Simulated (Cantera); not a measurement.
**Adiabatic ignition**

An adiabatic, constant-pressure homogeneous reactor starts with CH₄ : C₂H₆ : C₃H₈ : O₂ : N₂ = 1 : 0.088 : 0.91 : 8.47 : 31.8 (molar parts), at 1100 K and 1600000 Pa.

Detailed kinetics in Cantera: GRI-Mech 3.0 (53 species, 325 reactions). GRI-Mech 3.0 was tuned for natural gas; its chemistry of propane as a main component is partial and can be far from experiment. The pressure lies above the range GRI-Mech 3.0 was tuned for (to about 10 atm).

| t (s) | T (K) | x CH₄ | x C₂H₆ | x C₃H₈ | x C₂H₄ | x CH₂CO | x CO |
|---|---|---|---|---|---|---|---|
| 2.00e-6 | 1100 | 0.0237 | 0.00208 | 0.0215 | 1.55e-8 | <1e-12 | <1e-12 |
| 7.19e-6 | 1100 | 0.0237 | 0.00208 | 0.0215 | 6.62e-8 | <1e-12 | <1e-12 |
| 2.58e-5 | 1100 | 0.0237 | 0.00208 | 0.0215 | 3.27e-7 | <1e-12 | 1.22e-11 |
| 9.28e-5 | 1100 | 0.0237 | 0.00208 | 0.0215 | 2.55e-6 | 1.45e-11 | 9.35e-10 |
| 0.000334 | 1100 | 0.0237 | 0.00208 | 0.0215 | 3.17e-5 | 2.48e-9 | 1.18e-7 |
| 0.00120 | 1100 | 0.0237 | 0.00209 | 0.0213 | 0.000273 | 1.71e-7 | 7.45e-6 |
| 0.00431 | 2619 | <1e-12 | <1e-12 | <1e-12 | <1e-12 | <1e-12 | 0.00713 |
| 0.0155 | 2602 | <1e-12 | <1e-12 | <1e-12 | <1e-12 | <1e-12 | 0.00701 |
| 0.0557 | 2602 | <1e-12 | <1e-12 | <1e-12 | <1e-12 | <1e-12 | 0.00701 |
| 0.200 | 2602 | <1e-12 | <1e-12 | <1e-12 | <1e-12 | <1e-12 | 0.00701 |
x: mole fraction; the columns are a selection and need not sum to one.

```yaml
time_of_steepest_temperature_rise: 4.21 ms
temperature at 0.200 s: 2602 K
equilibrium_temperature: 2602 K
x(CH₄) at 0.200 s: <1e-12 (gas-phase equilibrium <1e-12)
x(C₂H₆) at 0.200 s: <1e-12 (gas-phase equilibrium <1e-12)
x(C₃H₈) at 0.200 s: <1e-12 (gas-phase equilibrium <1e-12)
```
